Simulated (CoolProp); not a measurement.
Computed with CoolProp (reference Helmholtz-energy equation of state, Thol 2012).

**Question.** Give the vapour pressure (MPa), vapour density (kg/m³), liquid viscosity (µPa s), vapour viscosity (µPa s) of saturated benzene at 114.55, 131.85, 201.15 °C.

**Answer.** 
```csv
T (°C),p (MPa),vapour density (kg/m³),liquid viscosity (µPa s),vapour viscosity (µPa s)
114.55,0.263,6.82,233,9.67
131.85,0.395,10.1,201,10.1
201.15,1.46,37.2,116,11.8
```

Viscosity comes from a separate model (Avgeri 2014).
